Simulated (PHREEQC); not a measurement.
Solution (55 °C): 0.0041 mol Na2CO3 and 0.00054 mol Al2(SO4)3 per kg of water. Closed to the air; pH follows from the charge balance.

Equilibrium calculation in PHREEQC: ion-association model, wateq4f.dat.

Problem. The ionic strength comes out as 0.00971 mol/kgw. What activity coefficients do HCO3-, Na+, OH-, NaSO4-, SO4-2 get?

Solution. HCO3- 0.90, Na+ 0.90, OH- 0.90, NaSO4- 0.90, SO4-2 0.66.

This is a speciation only: nothing precipitates in the calculation. The solution is supersaturated, for example in Al(OH)3(a), Boehmite (slow to form), so a real one may precipitate; this is no full list. Species that the database lacks are ignored. Away from 25 °C the constants follow the database's enthalpies or fits; those with neither stay at their 25 °C values.
